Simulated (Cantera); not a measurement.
Cantera run:

```python
import numpy as np
import cantera as ct

gas_names = """
    Cr CrN H H2 N NH NH2 NH3 N2 N2H2 N2H4
""".split()
cond_names = """
    Cr(cr) Cr(L) CrN(s) Cr2N(s)
""".split()


# ... load() reads the species with a 1 bar reference pressure and builds the phases ...
atoms = {
    'Cr': {'Cr': 1},
    'N2': {'N': 2},
    'H2': {'H': 2},
}
top_T = {'CrN(s)': 1900, 'Cr2N(s)': 1900}  # K; cautious upper limits of use, not melting points


# ... equilibrate(T, P, feed) seeds the gas with the atoms and calls Mixture.equilibrate('TP', solver="vcs", rtol=1e-11, max_steps=5000) ...
results = []
feed = {'Cr': 1, 'N2': 1.2, 'H2': 10}  # mol
T = 1448.15  # K
for P in [0.1, 0.6, 3.6, 22, 130, 770, 4600, 28000, 170000, 1000000]:
    mix = equilibrate(T, P, feed)
    results.append((T, P, feed, dict(zip(mix.species_names, mix.species_moles))))
    x = sorted(zip(gas.X, gas.species_names), reverse=True)
    print(f"T = {T:g} K  P = {P:g} Pa  gas = {mix.phase_moles(0):.4g} mol")
    print("   x: " + "  ".join(f"{s} {v:.3e}" for v, s in x if v > 1e-05))
    print("   condensed (mol): " + ("  ".join(f"{mix.phase(i).name} {mix.phase_moles(i):.4g}"
          for i in range(1, mix.n_phases) if mix.phase_moles(i) > 1e-12) or "none"))
```

Result:

```
T = 1448.15 K  P = 0.1 Pa  gas = 12.25 mol
   x: H2 8.121e-01  N2 9.795e-02  Cr 8.163e-02  H 8.322e-03
   condensed (mol): none
T = 1448.15 K  P = 0.6 Pa  gas = 11.58 mol
   x: H2 8.619e-01  N2 1.036e-01  Cr 3.100e-02  H 3.500e-03
   condensed (mol): Cr(cr) 0.6411
T = 1448.15 K  P = 3.6 Pa  gas = 11.27 mol
   x: H2 8.869e-01  N2 1.065e-01  Cr 5.166e-03  H 1.450e-03
   condensed (mol): Cr(cr) 0.9418
T = 1448.15 K  P = 22 Pa  gas = 11.21 mol
   x: H2 8.915e-01  N2 1.070e-01  Cr 8.454e-04  H 5.879e-04
   condensed (mol): Cr(cr) 0.9905
T = 1448.15 K  P = 130 Pa  gas = 11.2 mol
   x: H2 8.925e-01  N2 1.071e-01  H 2.420e-04  Cr 1.431e-04
   condensed (mol): Cr(cr) 0.9984
T = 1448.15 K  P = 770 Pa  gas = 11.2 mol
   x: H2 8.927e-01  N2 1.071e-01  H 9.944e-05  Cr 2.415e-05
   condensed (mol): Cr(cr) 0.9997
T = 1448.15 K  P = 4600 Pa  gas = 11.2 mol
   x: H2 8.928e-01  N2 1.071e-01  H 4.069e-05
   condensed (mol): Cr(cr) 1
T = 1448.15 K  P = 28000 Pa  gas = 11.01 mol
   x: H2 9.080e-01  N2 9.201e-02  H 1.663e-05
   condensed (mol): Cr(cr) 0.2535  Cr2N(s) 0.3733
T = 1448.15 K  P = 170000 Pa  gas = 10.95 mol
   x: H2 9.132e-01  N2 8.674e-02  NH3 3.181e-05
   condensed (mol): Cr2N(s) 0.5
T = 1448.15 K  P = 1e+06 Pa  gas = 10.95 mol
   x: H2 9.131e-01  N2 8.668e-02  NH3 1.871e-04
   condensed (mol): Cr2N(s) 0.5
```

Equilibrium computed with Cantera from the NASA thermochemical tables; the gas is ideal and each condensed phase is pure. Mutual solubility and eutectic melting of coexisting phases are not modelled.
